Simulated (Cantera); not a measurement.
Feed: 1 mol c-C₄F₈, a varied amount of HCl, 0.088 mol H₂, at 700 °C and 20.0 mbar.

Equilibrium computed with Cantera from the NASA thermochemical tables; the gas is ideal and each condensed phase is pure. Candidate condensed phases: C, C₆H₆, C₇H₈, C₈H₁₈; 118 gas species. The feed counts by its element totals alone. Gases not in the tables: C₂F₆ and larger saturated fluorocarbons. Kinetics and transport are ignored.

At 1.4 mol HCl, list the 6 most abundant gas species with their mole fractions, and the condensed phases.

CF₄ 0.489, HCl 0.233, HF 0.198, Cl₂ 0.0689, CClF₃ 0.0105, Cl 0.000476. Condensed: C(graphite).
